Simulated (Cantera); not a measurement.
Mixture: 11.2 % CH4, 3.02 % C2H6, 0.570 % C3H8, 17.9 % O2, 67.3 % N2, equivalence ratio 2.0, at 4000000 Pa, adiabatic and at constant pressure. Ignition delay is the time to a rise of 400 K.

Cantera simulation using GRI-Mech 3.0 (53 species, 325 reactions); the numbers are that mechanism's predictions, not measurements. The pressure lies above the range GRI-Mech 3.0 was tuned for (to about 10 atm).

Question: Predict: delay at 1075 K; delay at 1275 K; delay at 1475 K; delay at 1675 K; apparent activation energy between 1575 and 1775 K.

Answer: 
```json
{
 "delay at 1075 K": "1.42 ms",
 "delay at 1275 K": "84.7 µs",
 "delay at 1475 K": "12.7 µs",
 "delay at 1675 K": "3.15 µs",
 "apparent activation energy between 1575 and 1775 K": "140 kJ/mol"
}
```
